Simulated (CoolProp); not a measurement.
A simple Rankine cycle with R365MFC: condensing at 303.15 K, boiler at 0.574 MPa, turbine inlet 377.2 K, turbine efficiency 0.85, pump efficiency 0.8, no recuperator. Each further row changes one setting.

Model: reference Helmholtz-energy equation of state, Lemmon 2016, in CoolProp.

```tsv
case	thermal efficiency (%)	net work (kJ/kg)	heat in (kJ/kg)	turbine exit temperature (K)	volume ratio over the turbine
as stated	12.5	(withheld)	262	337.8	8.48
turbine inlet 397.2 K	(withheld)	(withheld)	287	358.6	8.30
condensing temperature 295.15 K	13.8	(withheld)	(withheld)	332.7	11.6
boiler pressure 0.402 MPa	(withheld)	28.3	266	345.8	5.76
turbine efficiency 0.75	11.0	28.9	262	341.4	8.58
```

Task: Fill in the missing entries.

Result: 
- as stated, net work (kJ/kg): 32.8
- turbine inlet 397.2 K, thermal efficiency (%): 12.3
- turbine inlet 397.2 K, net work (kJ/kg): 35.2
- condensing temperature 295.15 K, net work (kJ/kg): 37.7
- condensing temperature 295.15 K, heat in (kJ/kg): 273
- boiler pressure 0.402 MPa, thermal efficiency (%): 10.6
